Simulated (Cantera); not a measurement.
Charge: 1 mol Si3N4, 0.072 mol N2O, 98 mol H2, at 0.0100 bar.

Cantera equilibrium calculation (NASA polynomials, part measured and part estimated; ideal gas, pure solids and liquids). Candidate condensed phases: H2O, Si, SiO2, Si2N2O, Si3N4; 35 gas species. Mutual solubility and eutectic melting of coexisting phases are not modelled. Gases not in the tables: Si2H6 and higher silanes. Kinetics and transport are ignored.

### Question
Which condensed phases are stable at each of these points (T (K)): 1173, 1248, 1323, 1398, 1473, 1548, 1623, 1698, 1773, 1848, 1923, 1998, 2073?

### Answer
```
T (K)              condensed phases  Si condensed (%)
-----  ----------------------------  ----------------
1173           Si2N2O(s) + Si3N4(s)             100.0
1248           Si2N2O(s) + Si3N4(s)             100.0
1323           Si2N2O(s) + Si3N4(s)             100.0
1398           Si2N2O(s) + Si3N4(s)             100.0
1473   Si(s) + Si2N2O(s) + Si3N4(s)              99.8
1548   Si(s) + Si2N2O(s) + Si3N4(s)              99.1
1623                          Si(s)              97.5
1698                          Si(l)              97.3
1773                          Si(l)              96.7
1848                          Si(l)              95.1
1923                          Si(l)              91.0
1998                          Si(l)              81.3
2073                          Si(l)              59.7
```

From 1173 K to 1398 K the condensed part is Si2N2O(s) + Si3N4(s). From 1473 K to 1548 K the condensed part is Si(s) + Si2N2O(s) + Si3N4(s). At 1623 K the condensed part is Si(s). From 1698 K to 2073 K the condensed part is Si(l).
